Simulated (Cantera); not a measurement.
**Adiabatic ignition**

An adiabatic, constant-volume homogeneous reactor starts with CO : H2 : O2 : N2 : H2O = 1 : 0.03 : 0.234 : 0.88 : 0.24 (molar parts), at 1425 K and 0.290 bar.

Model: GRI-Mech 3.0 (53 species, 325 reactions), integrated in Cantera.

```csv
t (s),T (K),P (bar),x CO,x H2,x O2,x NO,x CO2,x NO2,x OH
4.00e-6,1425,0.290,0.419,0.0126,0.0982,<1e-12,5.05e-8,<1e-12,5.60e-9
1.04e-5,1425,0.290,0.419,0.0126,0.0982,<1e-12,1.62e-7,<1e-12,2.62e-8
2.71e-5,1425,0.290,0.419,0.0126,0.0982,<1e-12,8.63e-7,<1e-12,1.68e-7
7.04e-5,1425,0.290,0.419,0.0126,0.0981,<1e-12,2.41e-5,<1e-12,4.91e-6
0.000183,1503,0.305,0.384,0.00710,0.0745,1.35e-7,0.0359,1.45e-11,0.00387
0.000477,2127,0.419,0.272,0.0227,0.0227,3.79e-5,0.162,1.46e-9,0.0146
0.00124,2562,0.489,0.268,0.0200,0.0144,0.000347,0.179,2.88e-8,0.0155
0.00323,2704,0.511,0.264,0.0189,0.0102,0.00192,0.188,2.19e-7,0.0139
0.00839,2700,0.510,0.264,0.0190,0.00959,0.00411,0.187,4.59e-7,0.0135
0.0218,2698,0.510,0.264,0.0191,0.00942,0.00476,0.187,5.28e-7,0.0133
0.0568,2698,0.510,0.264,0.0191,0.00942,0.00478,0.187,5.29e-7,0.0133
0.148,2698,0.510,0.264,0.0191,0.00942,0.00478,0.187,5.29e-7,0.0133
0.384,2698,0.510,0.264,0.0191,0.00942,0.00478,0.187,5.29e-7,0.0133
1.00,2698,0.510,0.264,0.0191,0.00942,0.00478,0.187,5.29e-7,0.0133
```
x: mole fraction; the columns are a selection and need not sum to one.

| Quantity | Result |
|---|---|
| time of steepest temperature rise | 0.219 ms |
| temperature at 1.00 s | 2698 K |
| equilibrium temperature | 2698 K |
| x(CO) at 1.00 s | 0.264 (gas-phase equilibrium 0.264) |
| x(H2) at 1.00 s | 0.0191 (gas-phase equilibrium 0.0191) |
| x(O2) at 1.00 s | 0.00942 (gas-phase equilibrium 0.00942) |
